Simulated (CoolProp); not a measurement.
Vapour-liquid equilibrium of isopentane (1) + toluene (2) at 346.6 K; x and y are mole fractions of (1).

Values from CoolProp's multi-fluid Helmholtz-energy mixture model, Lemmon 2006 and Lemmon 2006; pair parameters Bell 2016.

```
x     bubble pressure (kPa)  y at the bubble point  dew pressure at overall composition x (kPa)  liquid density (mol/L)
----  ---------------------  ---------------------  -------------------------------------------  ----------------------
0.05                  53.64                  0.447                                        32.38                   8.819
0.2                   122.2                  0.788                                        38.09                   8.690
0.35                  184.5                  0.880                                        46.24                   8.548
0.5                   237.3                  0.922                                        58.79                   8.393
0.65                  282.4                  0.948                                        80.64                   8.223
0.8                   325.0                  0.969                                        128.0                   8.042
0.95                  371.5                  0.991                                        286.7                   7.852
```

No azeotrope shows between x = 0.05 and 0.95.

The pair parameters rest on a limited set of measurements; away from them the model extrapolates.
